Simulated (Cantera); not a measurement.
Charge: 1 mol BCl3, 69 mol H2, 92 mol N2, held at 1227 °C and 1.50 mbar.

Cantera equilibrium calculation (NASA polynomials, part measured and part estimated; ideal gas, pure solids and liquids). Candidate condensed phases: B, BN, NH4Cl; 21 gas species. Rates play no part.

Base state: N2 0.565, H2 0.416, HCl 0.0185, H 0.000293, Cl 1.05e-5 (mole fractions); condensed: BN(s).

### Question
What changes in the equilibrium state with this change: BCl3 replaced by B?

### Answer
```
species       before     after
----------  --------  --------
N2             0.565     0.570
H2             0.416     0.430
H           0.000293  0.000298
HCl           0.0185         0
Cl           1.05e-5         0
BN(s), mol     1.000     1.000
```
